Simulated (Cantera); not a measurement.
Charge: 1 mol C₂H₂, 0.05 mol H₂O, 0.45 mol H₂, equilibrated at 2150 K and 1.10 bar.

These are equilibrium values from Cantera (NASA tables, ideal gas, pure condensed phases), not measurements of a reactor. Candidate condensed phases: C, C₆H₆, C₇H₈, C₈H₁₈, H₂O; 110 gas species. Equilibrium is a limit: real reactors are often held back by kinetics, nucleation or transport.

Base state: H₂ 0.962, CO 0.0322, H 0.00394, C₂H₂ (acetylene) 0.00186, CH₄ 0.000299, CH₃ 2.37e-5 (mole fractions); condensed: C(graphite).

What changes in the equilibrium state with this change: H₂O from 0.05 to 0.6 mol?


```json
[
 {"species": "H₂", "before": "0.962", "after": "0.769"},
 {"species": "CO", "before": "0.0322", "after": "0.226"},
 {"species": "H", "before": "0.00394", "after": "0.00353"},
 {"species": "H₂O", "before": "2.30e-6", "after": "1.29e-5"},
 {"species": "CH₄", "before": "0.000299", "after": "0.000191"},
 {"species": "CH₃", "before": "2.37e-5", "after": "1.69e-5"},
 {"species": "C₂H₂ (acetylene)", "before": "0.00186", "after": "0.00149"},
 {"species": "C(graphite), mol", "before": "1.94", "after": "1.39"}
]
```

What changes in the equilibrium state with this change: H₂O from 0.05 to 0.14 mol?


```csv
species,before,after
H₂,0.962,0.913
CO,0.0322,0.0808
H,0.00394,0.00384
CH₄,0.000299,0.000269
CH₃,2.37e-5,2.19e-5
C₂H₂ (acetylene),0.00186,0.00177
"C(graphite), mol",1.94,1.85
```
